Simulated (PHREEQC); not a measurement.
Model water analysis in mmol/kgw, 25 °C, pH 3.8:

```tsv
constituent	mmol/kgw
Na	124
K	0.248
Ca	5.54
Mg	4.39
Cl	54.3
S(6)	48.1
Sr	0.0326
Br	0.0709
```

Cl is adjusted to close the charge balance.
Valence states are taken as typed.

The numbers come from PHREEQC with the Pitzer model, pitzer.dat.

The ionic strength comes out as 0.202 mol/kgw. What activity coefficients do Ca+2, Cl-, SO4-2, Na+, H+ get?

Ca+2 0.19, Cl- 0.72, SO4-2 0.23, Na+ 0.72, H+ 0.70. Single-ion values are on the MacInnes scale.

Precipitation was switched off in this run.
